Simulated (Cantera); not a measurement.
Feed: 1 mol Nb, 0.85 mol H₂O, 79 mol H₂, held at 750 Torr.

Method: chemical equilibrium by Gibbs-energy minimisation in Cantera with the NASA 1993 tables (ideal gas, pure condensed phases). Candidate condensed phases: H₂O, Nb, NbO, NbO₂, Nb₂O₅; 12 gas species. Mutual solubility and eutectic melting of coexisting phases are not modelled. NbO: taken at fixed stoichiometry. Condensed phases not in the tables: N, O or C dissolved in the metal. Rates play no part.

Q: At 1875 K, list the 3 most abundant gas species with their mole fractions, and the condensed phases.

A: H₂ 0.999, H₂O 0.000798, H 0.000655. Condensed: Nb(s) + NbO(s).
